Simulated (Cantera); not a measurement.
Ignition delay

Mixture: CH4 : O2 : N2 = 1 : 2.47 : 9.28 (molar parts), at 7500 Torr, adiabatic and at constant volume. Ignition delay is the time to a rise of 400 K.

Detailed kinetics in Cantera: GRI-Mech 3.0 (53 species, 325 reactions).

```
T0 (K)  delay (ms)
------  ----------
1300          1.26
1375         0.557
1450         0.260
1525         0.128
1600        0.0659
1675        0.0357
1750        0.0203
1825        0.0122
1900       0.00767
1975       0.00503
```

```
Quantity                                                Result
--------------------------------------------------  ----------
apparent activation energy between 1825 and 1975 K  180 kJ/mol
```
